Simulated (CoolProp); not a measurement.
Values from CoolProp's reference Helmholtz-energy equation of state, Lemmon 2009.

**Question.** For propane, give the phase and the Joule-Thomson coefficient (K/MPa), viscosity (µPa s), Prandtl number at 147.25 °C and 0.455 MPa; 147.25 °C and 3.19 MPa; 147.25 °C and 3.64 MPa.

**Answer.** 
- 147.25 °C and 0.455 MPa: gas; Joule-Thomson coefficient 6.36, viscosity 11.4, Prandtl number 0.746
- 147.25 °C and 3.19 MPa: gas; Joule-Thomson coefficient 7.42, viscosity 12.5, Prandtl number 0.842
- 147.25 °C and 3.64 MPa: gas; Joule-Thomson coefficient 7.61, viscosity 12.9, Prandtl number 0.876

Viscosity comes from a separate model (Vogel 1998). Thermal conductivity comes from a separate model (Marsh 2002).
